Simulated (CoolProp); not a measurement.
Vapour-liquid equilibrium of ethanol (1) + cyclohexane (2) at 0.762 MPa; x and y are mole fractions of (1).

Computed with CoolProp (multi-fluid Helmholtz-energy mixture model, Schroeder 2014 and Zhou 2014; pair parameters Bell 2016).

| x | bubble temperature (°C) | y at the bubble point | dew temperature at overall composition x (°C) | liquid density (mol/L) |
|---|---|---|---|---|
| 0.05 | 155.8 | 0.198 | 164.0 | ___ |
| 0.125 | 146.4 | ___ | 159.9 | 8.036 |
| 0.2 | 141.3 | 0.449 | 155.6 | 8.360 |
| 0.275 | 138.6 | 0.502 | 151.3 | 8.690 |
| 0.35 | 136.9 | 0.539 | 147.0 | ___ |
| 0.425 | 136.0 | 0.567 | 142.7 | 9.435 |
| 0.5 | 135.4 | 0.592 | 138.7 | 9.874 |
| 0.575 | 135.0 | ___ | ___ | ___ |
| 0.65 | 134.9 | 0.649 | 134.9 | 10.92 |
| 0.725 | 135.0 | 0.689 | 135.4 | ___ |
| 0.8 | 135.6 | 0.743 | 136.5 | 12.23 |
| 0.875 | 136.8 | 0.816 | 137.8 | 12.98 |
| 0.95 | 138.6 | 0.916 | 139.3 | ___ |

### Question
Fill in the missing entries.

### Answer

- 0.05, liquid density (mol/L): 7.685
- 0.125, y at the bubble point: 0.361
- 0.35, liquid density (mol/L): 9.044
- 0.575, y at the bubble point: 0.618
- 0.575, dew temperature at overall composition x (°C): 135.7
- 0.575, liquid density (mol/L): 10.37
- 0.725, liquid density (mol/L): 11.54
- 0.95, liquid density (mol/L): 13.81

y crosses x between x = 0.575 and 0.65: the model has an azeotrope there.

Pair parameters are fitted to limited data, so mixtures are less certain than the pure fluids.
